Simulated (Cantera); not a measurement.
Cantera run:

```python
import numpy as np
import cantera as ct

gas_names = """
    B BCL BCL2 BCL3 BH BH2 BH3 BO BOCL BO2 B2 B2O B2O2 B2O3 B3O3CL3 B3O3H3 CL CLO CL2 H HBO HBO2 HCL
    HOCL HO2 H2 H2O H2O2 H3B3O6 O OH O2 O3
""".split()
cond_names = """
    B(b) B(L) B2O3(L) B3O3H3(cr) H2O(s) H2O(L)
""".split()


# ... load() reads the species with a 1 bar reference pressure and builds the phases ...
atoms = {
    'BCl3': {'B': 1, 'CL': 3},
    'H2O': {'H': 2, 'O': 1},
    'H2': {'H': 2},
}
top_T = {}  # K; cautious upper limits of use, not melting points


# ... equilibrate(T, P, feed) seeds the gas with the atoms and calls Mixture.equilibrate('TP', solver="vcs", rtol=1e-11, max_steps=5000) ...
results = []
feed = {'BCl3': 1, 'H2O': 6.2, 'H2': 20}  # mol
P = 1000  # Pa
for T in [1000, 1050, 1100, 1150, 1200, 1250, 1300, 1350, 1400]:
    mix = equilibrate(T, P, feed)
    results.append((T, P, feed, dict(zip(mix.species_names, mix.species_moles))))

top = {s: max(r[3][s] / sum(r[3][g] for g in gas_names) for r in results) for s in gas_names}
cols = sorted((s for s in top if top[s] > 1e-06), key=lambda s: -top[s])[:7]
seen = [c for c in cond_names if any(r[3].get(c, 0) > 1e-12 for r in results)]
print("log10 of partial pressures in bar; condensed amounts in mol")
print(f"{'T/K':>10s}" + "".join(f"{s[:9]:>10s}" for s in cols + seen))
for T, P, feed, n in results:
    ng = sum(n[g] for g in gas_names)
    print(f"{T:10.4g}" + "".join(f"{np.log10(max(n[s] / ng * P / 1e5, 1e-99)):10.3f}" for s in cols)
          + "".join(f"{n.get(c, 0):10.4g}" for c in seen))
```

Output:

```
log10 of partial pressures in bar; condensed amounts in mol
       T/K        H2       H2O       HCL      HBO2      B2O3    H3B3O6       HBO   B2O3(L)
      1000    -2.141    -2.771    -2.965    -5.967   -11.475    -5.712   -10.634    0.4904
      1050    -2.141    -2.771    -2.965    -5.535   -10.487    -5.817    -9.910    0.4896
      1100    -2.142    -2.772    -2.965    -5.145    -9.592    -5.916    -9.254     0.485
      1150    -2.142    -2.773    -2.966    -4.790    -8.779    -6.008    -8.657    0.4734
      1200    -2.142    -2.776    -2.966    -4.468    -8.036    -6.096    -8.111    0.4494
      1250    -2.143    -2.781    -2.967    -4.174    -7.356    -6.182    -7.610     0.404
      1300    -2.144    -2.790    -2.968    -3.907    -6.730    -6.268    -7.147    0.3243
      1350    -2.146    -2.804    -2.970    -3.663    -6.153    -6.359    -6.718    0.1918
      1400    -2.149    -2.826    -2.973    -3.458    -5.650    -6.502    -6.333         0
```

Method: chemical equilibrium by Gibbs-energy minimisation in Cantera with the NASA 1993 tables (ideal gas, pure condensed phases). The tables' values for BOCl are old estimates; treat these amounts as uncertain. Gases not in the tables: H3BO3.
